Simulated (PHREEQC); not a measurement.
Synthetic water in mg/kgw, 25 °C, pH 5.97, pe 11.6: Na 13.8; K 0.704; Ca 14.5; Mg 1.65; Cl 12; S(6) as SO4 13.5; Alkalinity as HCO3 55.2; Br 2.98; Si as SiO2 2.26; O(0) (dissolved oxygen) 0.0964; Cd 0.28; Ni 0.842; Sr 0.0596.

Cl is adjusted to close the charge balance.
Valence states are taken as typed.

The numbers come from PHREEQC with the ion-association model, wateq4f.dat.

The ionic strength comes out as 0.00205 mol/kgw. What activity coefficients do Cl-, H+, Cd+2, Ca+2, CaHCO3+ get?

Cl- 0.95, H+ 0.95, Cd+2 0.82, Ca+2 0.82, CaHCO3+ 0.95.

Precipitation was switched off in this run. Species that the database lacks are ignored. The database's nickel carbonate constants are estimates that later reviews lower a good deal.
